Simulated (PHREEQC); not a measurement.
# Nickel, zinc or cadmium bath

Dissolve 0.28 mol CdCl2, 9.1e-05 mol H3BO3 and 0.0032 mol FeSO4 per kg of water at 80 °C. It is in equilibrium with CO2 at log p = -3.5 (atm). Otherwise closed; pH follows from the charge balance.

All values are PHREEQC results (ion-association model, wateq4f.dat), not measurements.

No solid was allowed to form.

**Question.** Estimate the pH.

**Answer.** pH 4.98.

**Question.** In which forms is S present?

**Answer.** SO4-2 58 %, CdSO4 37 %, FeSO4 4.0 %, Cd(SO4)2-2 1.1 % of the S.

Species that the database lacks are ignored. Constants without temperature data keep their 25 °C values here.
